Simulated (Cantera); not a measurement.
Cantera with NASA thermochemical tables; ideal gases at 1 bar, condensed phases pure. Values are per mole of reaction as written; species without (g) are pure solids or liquids, kept so even where they would boil at 1 bar.

6 F(g) + 2 BCl3(g) → 2 BF3(g) + 3 Cl2(g)

```
T (K)  ΔH° (kJ)  ΔS° (J/K)  ΔG° (kJ)  log10 K
-----  --------  ---------  --------  -------
1623        [?]        [?]       [?]      [?]
1673    -1980.6     -414.1   -1287.8    40.21
1723        [?]        [?]       [?]      [?]
1773        [?]        [?]       [?]      [?]
1823        [?]        [?]       [?]      [?]
```

### Question
What belongs in the gaps?

### Answer

- 1623, ΔH° (kJ): -1979.8
- 1623, ΔS° (J/K): -413.6
- 1623, ΔG° (kJ): -1308.5
- 1623, log10 K: 42.11
- 1723, ΔH° (kJ): -1981.4
- 1723, ΔS° (J/K): -414.6
- 1723, ΔG° (kJ): -1267.1
- 1723, log10 K: 38.41
- 1773, ΔH° (kJ): -1982.1
- 1773, ΔS° (J/K): -415.0
- 1773, ΔG° (kJ): -1246.3
- 1773, log10 K: 36.72
- 1823, ΔH° (kJ): -1982.8
- 1823, ΔS° (J/K): -415.4
- 1823, ΔG° (kJ): -1225.6
- 1823, log10 K: 35.12
